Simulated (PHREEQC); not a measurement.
Acid mine or pickling water

Model water analysis in mg/L, 85 °C, pH 2.03, pe 9.5:

| constituent | mg/L |
|---|---|
| Na | 124 |
| K | 239 |
| Ca | 40.3 |
| Mg | 9.97 |
| Cl | 134 |
| S(6) as SO4 | 1390 |
| Li | 1.28 |

Valence states are taken as typed.

The numbers come from PHREEQC with the ion-association model, phreeqc.dat.

Precipitation was switched off in this run.

Task: Estimate the ionic strength, charge-balance error, specific conductance.

Result: ionic strength 0.0279 mol/kgw; charge-balance error 5.6 %; specific conductance 14000 µS/cm.

Task: In which forms is Na present?

Result: Na+ 99 %, NaSO4- 1.3 % of the Na.

Species that the database lacks are ignored. Away from 25 °C the constants follow the database's enthalpies or fits; those with neither stay at their 25 °C values.
